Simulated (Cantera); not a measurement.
Feed: 1 mol C2F6, 0.094 mol CH4, a varied amount of H2, at 1675 K and 13.3 mbar.

Equilibrium computed with Cantera from the NASA thermochemical tables; the gas is ideal and each condensed phase is pure. Candidate condensed phases: C, C6H6, C7H8, C8H18; 95 gas species. The feed counts by its element totals alone. The numbers say what is thermodynamically allowed, not how fast it happens.

### Question
At 2.9 mol H2, list the 3 most abundant gas species with their mole fractions, and the condensed phases.

### Answer
HF 0.985, H2 0.0144, H 0.000121. Condensed: C(graphite).
